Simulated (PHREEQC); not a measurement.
Dissolve 2.8 mmol/kgw ZnSO4, 1.5 mmol/kgw KCl and 33 mmol/kgw MnSO4 at 89 °C. Closed to the air; pH follows from the charge balance.

Equilibrium calculation in PHREEQC: ion-association model, phreeqc.dat.

| quantity | before | after |
|---|---|---|
| pH | 5.48 | 5.16 |
| ionic strength (mol/kgw) | 0.0676 | 0.00997 |
| SO4-2 (mol/kgw) | 0.0164 | 0.00212 |
| Zn+2 (mol/kgw) | 0.00147 | 0.00210 |
| K+ (mol/kgw) | 0.00136 | 0.00147 |
| ZnSO4 (mol/kgw) | 0.00119 | 0.000624 |

### Question
Which change was made?
A) 0.013 mol/kgw NaCl added
B) MnSO4 left out
C) diluted 10-fold with water
D) KCl replaced by KHF2 at the same molality
E) diluted 2-fold with water

### Answer
B, MnSO4 left out

Precipitation was switched off in this run. Constants without temperature data keep their 25 °C values here.
